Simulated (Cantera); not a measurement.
# Ignition delay

Mixture: 20.5 % CH₃OH, 16.2 % O₂, 60.9 % N₂, 2.46 % H₂O, equivalence ratio 1.9, at 1.00 atm, adiabatic and at constant pressure. Ignition delay is the time to a rise of 400 K.

Model: GRI-Mech 3.0 (53 species, 325 reactions), integrated in Cantera. GRI-Mech 3.0 was tuned for natural gas; its chemistry of methanol as a main component is partial and can be far from experiment.

```tsv
T0 (K)	delay (ms)
1275	2.39
1375	0.636
1475	0.212
1575	0.0856
1675	0.0401
1775	0.0211
1875	0.0123
```

The apparent activation energy between 1675 and 1875 K is 150 kJ/mol.
